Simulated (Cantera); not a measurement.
Feed: 1 mol Cu, 0.62 mol NH3, 9.9 mol H2, held at 1.20 Torr.

These are equilibrium values from Cantera (NASA tables, ideal gas, pure condensed phases), not measurements of a reactor. Candidate condensed phases: Cu; 11 gas species. Kinetics and transport are ignored. All values below are at 2023 K.

Base state: H2 0.851, Cu 0.0806, H 0.0438, N2 0.0250 (mole fractions); condensed: gas only.

Question: What changes in the equilibrium state with this change: NH3 from 0.62 to 1.1 mol?

Answer: 
```
species  before   after
-------  ------  ------
H2        0.851   0.841
Cu       0.0806  0.0747
H        0.0438  0.0435
N2       0.0250  0.0411
```
